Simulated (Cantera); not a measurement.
An adiabatic, constant-pressure homogeneous reactor starts with CO : H2 : CH4 : O2 : N2 = 1 : 0.053 : 0.44 : 1.65 : 6.22 (molar parts), at 1025 K and 750 Torr.

Computed with Cantera and GRI-Mech 3.0 (53 species, 325 reactions).

Q: Predict: time of steepest temperature rise; temperature at 1.00 s; equilibrium temperature; x(CO) at 1.00 s; x(H2) at 1.00 s; x(NO) at 1.00 s.

A: 
```json
{
  "time_of_steepest_temperature_rise": "69.3 ms",
  "temperature at 1.00 s": "2517 K",
  "equilibrium_temperature": "2517 K",
  "x(CO) at 1.00 s": "0.0285 (gas-phase equilibrium 0.0285)",
  "x(H2) at 1.00 s": "0.00330 (gas-phase equilibrium 0.00330)",
  "x(NO) at 1.00 s": "0.00904 (gas-phase equilibrium 0.00904)"
}
```
